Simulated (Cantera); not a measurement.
Standard-state values (1 bar) from the NASA 1993 polynomials, evaluated with Cantera. Values are per mole of reaction as written; species without (g) are pure solids or liquids, kept so even where they would boil at 1 bar.

6 NbO₂ + O₃(g) ⇌ 3 Nb₂O₅, with ΔH° = -1070.7 kJ and ΔS° = -153.8 J/K at 300 K.

Task: How far is the shortcut ΔG° ≈ ΔH°(300 K) − T·ΔS°(300 K) from the full temperature-dependent value at 450, 600, 750, 900, 1050, 1200, 1350 K?

Result: 
```json
[
 {"T (K)": "450", "shortcut (kJ)": "-1001.5", "full (kJ)": "-1001.7", "difference (kJ)": "0.3", "difference in log10 K": "-0.03"},
 {"T (K)": "600", "shortcut (kJ)": "-978.4", "full (kJ)": "-979.2", "difference (kJ)": "0.8", "difference in log10 K": "-0.07"},
 {"T (K)": "750", "shortcut (kJ)": "-955.3", "full (kJ)": "-956.9", "difference (kJ)": "1.5", "difference in log10 K": "-0.11"},
 {"T (K)": "900", "shortcut (kJ)": "-932.3", "full (kJ)": "-934.2", "difference (kJ)": "1.9", "difference in log10 K": "-0.11"},
 {"T (K)": "1050", "shortcut (kJ)": "-909.2", "full (kJ)": "-910.5", "difference (kJ)": "1.3", "difference in log10 K": "-0.06"},
 {"T (K)": "1200", "shortcut (kJ)": "-886.1", "full (kJ)": "-883.4", "difference (kJ)": "-2.8", "difference in log10 K": "0.12"},
 {"T (K)": "1350", "shortcut (kJ)": "-863.1", "full (kJ)": "-854.6", "difference (kJ)": "-8.5", "difference in log10 K": "0.33"}
]
```
The shortcut ignores the heat-capacity change of the reaction.
